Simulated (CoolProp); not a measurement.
Saturation properties of methane (Tc = 190.6 K, pc = 4.599 MPa, ω = 0.011).

Model: reference Helmholtz-energy equation of state, Setzmann 1991, in CoolProp.

```csv
T (K),p (MPa),liquid density (kg/m³),vapour Z,liquid viscosity (µPa s),liquid conductivity (mW/(m K))
96.8,0.02433,443.3,0.9870,170,204
102.2,0.04301,435.8,0.9803,147,197
107.5,0.07088,428.4,0.9719,129,190
112.9,0.1120,420.6,0.9612,114,182
118.2,0.1682,412.6,0.9485,102,175
123.6,0.2451,404.3,0.9331,91.5,167
128.9,0.3437,395.8,0.9156,82.8,159
134.3,0.4715,386.8,0.8951,75.2,152
139.6,0.6280,377.6,0.8723,68.6,144
145,0.8232,367.6,0.8462,62.5,136
```

It boils at 111.7 K under 1 atm.

Viscosity comes from a separate model (Quiñones-Cisneros 2006). Thermal conductivity comes from a separate model (Friend 1989).
